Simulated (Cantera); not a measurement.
A perfectly stirred reactor is fed with H2 : O2 = 0.044 : 1 (molar parts), equivalence ratio 0.022, at 10.00 Torr; it is held at 1350 K, and followed from long to short residence time.

Cantera simulation using the H2/O2 subset of GRI-Mech 3.0, which has no nitrogen chemistry; the numbers are that mechanism's predictions, not measurements. Radical loss at walls, strong at low pressure, is not modelled. The temperature is held fixed by assumption; the heat of reaction is taken as removed at once.

What does this change do: pressure from 10.00 Torr to 1.43 Torr?


```tsv
quantity	before	after
x(H2) at τ = 15.0 s	2.56e-5	0.000211
x(O2) at τ = 15.0 s	0.956	0.946
x(H2O2) at τ = 15.0 s	1.49e-8	6.14e-9
x(O) at τ = 15.0 s	0.000861	0.00964
x(OH) at τ = 15.0 s	0.000798	0.00262
x(H2) at τ = 0.360 s	0.000245	0.000747
x(O2) at τ = 0.360 s	0.947	0.924
x(H2O2) at τ = 0.360 s	4.08e-8	8.07e-9
x(O) at τ = 0.360 s	0.00875	0.0291
x(OH) at τ = 0.360 s	0.00253	0.00449
```

What does this change do: H2 0.044 to 0.35 parts?


```json
[
 {"quantity": "x(H2) at τ = 15.0 s", "before": "2.56e-5", "after": "0.000172"},
 {"quantity": "x(O2) at τ = 15.0 s", "before": "0.956", "after": "0.701"},
 {"quantity": "x(H2O2) at τ = 15.0 s", "before": "1.49e-8", "after": "8.03e-8"},
 {"quantity": "x(O) at τ = 15.0 s", "before": "0.000861", "after": "0.000719"},
 {"quantity": "x(OH) at τ = 15.0 s", "before": "0.000798", "after": "0.00192"},
 {"quantity": "x(H2) at τ = 0.360 s", "before": "0.000245", "after": "0.00199"},
 {"quantity": "x(O2) at τ = 0.360 s", "before": "0.947", "after": "0.692"},
 {"quantity": "x(H2O2) at τ = 0.360 s", "before": "4.08e-8", "after": "2.58e-7"},
 {"quantity": "x(O) at τ = 0.360 s", "before": "0.00875", "after": "0.00860"},
 {"quantity": "x(OH) at τ = 0.360 s", "before": "0.00253", "after": "0.00659"}
]
```
